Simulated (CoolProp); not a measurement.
C3F8 (R218) along the isotherm 425.9 K: fugacity coefficient from the reference equation and from simpler models built on Tc = 345.0 K, pc = 2.640 MPa, ω = 0.317; each cubic takes its own stable root.

Model: reference Helmholtz-energy equation of state, Lemmon 2006, in CoolProp. It is a short technical equation, of lower accuracy than the large ones.

```
p (MPa)          phase  reference
-------  -------------  ---------
1.54               gas     0.9136
3.08     supercritical     0.8313
4.62     supercritical     0.7553
6.15     supercritical     0.6898
7.69     supercritical     0.6368
9.23     supercritical     0.5965
10.8     supercritical     0.5662
12.3     supercritical     0.5451
13.8     supercritical     0.5299
15.4     supercritical     0.5187
16.9     supercritical     0.5119
18.5     supercritical     0.5077
20       supercritical     0.5063
```

How far does each simpler model (van der Waals, Redlich-Kwong) lie from the reference over these 13 states: mean and median of the absolute difference, and the worst?


- van der Waals: mean 6.7 %, median 6.8 %, worst -10.0 % at 425.9 K and 9.23 MPa
- Redlich-Kwong: mean 7.1 %, median 8.1 %, worst -9.2 % at 425.9 K and 20 MPa
